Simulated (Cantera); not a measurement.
An isothermal, constant-pressure homogeneous reactor starts with 14.3 % N2O, 0.0300 % H2, 85.7 % N2, at 1473 K and 0.0210 bar.

Detailed kinetics in Cantera: GRI-Mech 3.0 (53 species, 325 reactions). GRI-Mech 3.0 was tuned for natural gas; its chemistry of N2O as a main component is partial and can be far from experiment. Radical loss at walls, strong at low pressure, is not modelled. The temperature is held fixed by assumption; the heat of reaction is taken as removed at once.

x: mole fraction; the columns are a selection and need not sum to one.

```
t (s)      x N2O      x H2      x NO     x OH     x H2O
--------  ------  --------  --------  -------  --------
0.000200   0.143  0.000300   5.97e-7  1.45e-7   1.95e-9
0.000385   0.143  0.000300   2.07e-6  5.51e-7   1.47e-8
0.000741   0.143  0.000299   6.77e-6  1.90e-6   1.02e-7
0.00143    0.143  0.000296   2.01e-5  5.75e-6   6.40e-7
0.00275    0.142  0.000288   5.26e-5  1.46e-5   3.48e-6
0.00529    0.142  0.000267  0.000120  3.03e-5   1.58e-5
0.0102     0.141         …  0.000247  4.77e-5   5.59e-5
0.0196     0.140         …  0.000489  5.24e-5  0.000135
0.0378     0.138         …  0.000951  4.16e-5  0.000219
0.0728     0.133         …   0.00184  2.85e-5  0.000268
0.140      0.125         …   0.00350  2.12e-5  0.000285
0.270      0.111         …   0.00642  2.00e-5  0.000285
0.519     0.0888         …    0.0111  2.03e-5  0.000282
1.00      0.0578         …    0.0175  2.03e-5  0.000278
```

Question: Complete the blanks.

Answer: 
- 0.0102, x H2: 0.000218
- 0.0196, x H2: 0.000136
- 0.0378, x H2: 5.80e-5
- 0.0728, x H2: 1.53e-5
- 0.140, x H2: 1.92e-6
- 0.270, x H2: 1.03e-7
- 0.519, x H2: 6.24e-8
- 1.00, x H2: 7.28e-8
